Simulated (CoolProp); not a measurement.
Values from CoolProp's reference Helmholtz-energy equation of state, Platzer 1990. This equation is an older, rougher fit; its heat capacities, sound speeds and derivatives of the liquid may be far off and weren't checked against measurements.

Task: Give the vapour pressure (MPa), liquid density (kg/m³), liquid viscosity (µPa s), vapour viscosity (µPa s) of saturated CF4 (R14) at -132.55, -87.95 °C.

Result: 
```csv
T (°C),p (MPa),liquid density (kg/m³),liquid viscosity (µPa s),vapour viscosity (µPa s)
-132.55,0.0730,1630,254,8.42
-87.95,0.878,1360,123,12.0
```

Viscosity comes from a separate model (Huber 2003), an estimate that may be off by 10 % or more.
